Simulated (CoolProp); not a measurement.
A single-stage vapour-compression cycle with R115: evaporating at 210.15 K (dew point), condensing at 230.15 K (bubble point), superheat 0 K, subcooling 0 K, compressor efficiency 0.8, no pressure losses. Each further row changes one setting.

Values from CoolProp's reference Helmholtz-energy equation of state, Lemmon 2016.

```json
[
 {"case": "as stated", "cooling COP": "7.75", "pressure ratio": "2.81", "discharge temperature (K)": "236.0", "refrigerating effect (kJ/kg)": "116", "volumetric capacity (kJ/m³)": "316"},
 {"case": "evaporating temperature 215.15 K", "cooling COP": "10.8", "pressure ratio": "2.12", "discharge temperature (K)": "234.2", "refrigerating effect (kJ/kg)": "118", "volumetric capacity (kJ/m³)": "420"},
 {"case": "condensing temperature 225.15 K", "cooling COP": "10.6", "pressure ratio": "2.21", "discharge temperature (K)": "229.9", "refrigerating effect (kJ/kg)": "120", "volumetric capacity (kJ/m³)": "329"},
 {"case": "subcooling 5 K", "cooling COP": "8.06", "pressure ratio": "2.81", "discharge temperature (K)": "236.0", "refrigerating effect (kJ/kg)": "120", "volumetric capacity (kJ/m³)": "329"},
 {"case": "superheat 10 K", "cooling COP": "7.76", "pressure ratio": "2.81", "discharge temperature (K)": "246.5", "refrigerating effect (kJ/kg)": "122", "volumetric capacity (kJ/m³)": "317"},
 {"case": "compressor efficiency 0.7", "cooling COP": "6.78", "pressure ratio": "2.81", "discharge temperature (K)": "239.3", "refrigerating effect (kJ/kg)": "116", "volumetric capacity (kJ/m³)": "316"}
]
```
